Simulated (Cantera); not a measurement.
Cantera run:

```python
import numpy as np
import cantera as ct

gas_names = """
    H HNO HNO2 HNO3 HO2 H2 H2O H2O2 N NH NH2 NH3 NH2OH NO NO2 NO3 N2 N2H2 N2H4 N2O O OH O2 O3 Si SiH
    SiH2 SiH3 SiH4 SiN SiO SiO2 Si2 Si2N Si3
""".split()
cond_names = """
    H2O(s) H2O(L) Si(cr) Si(L) SiO2(Lqz) SiO2(hqz) SiO2(L) Si2N2O(s) Si3N4(a)
""".split()


# ... load() reads the species with a 1 bar reference pressure and builds the phases ...
atoms = {
    'Si3N4': {'Si': 3, 'N': 4},
    'N2O': {'N': 2, 'O': 1},
    'H2': {'H': 2},
}
top_T = {'Si2N2O(s)': 2100, 'Si3N4(a)': 2400}  # K; cautious upper limits of use, not melting points


# ... equilibrate(T, P, feed) seeds the gas with the atoms and calls Mixture.equilibrate('TP', solver="vcs", rtol=1e-11, max_steps=5000) ...
results = []
T = 2173.15  # K
P = 24000  # Pa
for m in [1.6, 3.4, 7.1, 15, 32, 69, 150, 310]:
    feed = {'Si3N4': 1, 'N2O': 0.048, 'H2': m}  # mol
    mix = equilibrate(T, P, feed)
    results.append((T, P, feed, dict(zip(mix.species_names, mix.species_moles))))

top = {s: max(r[3][s] / sum(r[3][g] for g in gas_names) for r in results) for s in gas_names}
cols = sorted((s for s in top if top[s] > 0.0001), key=lambda s: -top[s])[:6]
seen = [c for c in cond_names if any(r[3].get(c, 0) > 1e-12 for r in results)]
print("log10 of partial pressures in bar; condensed amounts in mol")
print(f"{'n(H2)':>10s}" + "".join(f"{s[:9]:>10s}" for s in cols + seen))
for T, P, feed, n in results:
    ng = sum(n[g] for g in gas_names)
    print(f"{feed['H2']:10.4g}" + "".join(f"{np.log10(max(n[s] / ng * P / 1e5, 1e-99)):10.3f}" for s in cols)
          + "".join(f"{n.get(c, 0):10.4g}" for c in seen))
```

Result:

```
log10 of partial pressures in bar; condensed amounts in mol
     n(H2)        H2        N2       SiO         H        Si       SiH     Si(L)
       1.6    -0.989    -0.878    -2.508    -2.811    -3.548    -4.373     2.945
       3.4    -0.834    -1.051    -2.681    -2.733    -3.548    -4.296     2.942
       7.1    -0.737    -1.275    -2.905    -2.685    -3.548    -4.247     2.935
        15    -0.682    -1.544    -3.174    -2.657    -3.548    -4.220     2.921
        32    -0.652    -1.844    -3.474    -2.642    -3.548    -4.205      2.89
        69    -0.638    -2.163    -3.793    -2.635    -3.548    -4.198     2.823
       150    -0.631    -2.494    -4.123    -2.632    -3.548    -4.194     2.678
       310    -0.628    -2.806    -4.436    -2.630    -3.548    -4.193     2.393
```

These are equilibrium values from Cantera (NASA tables, ideal gas, pure condensed phases), not measurements of a reactor. The tables' values for SiN are old estimates; treat these amounts as uncertain. Gases not in the tables: Si2H6 and higher silanes.
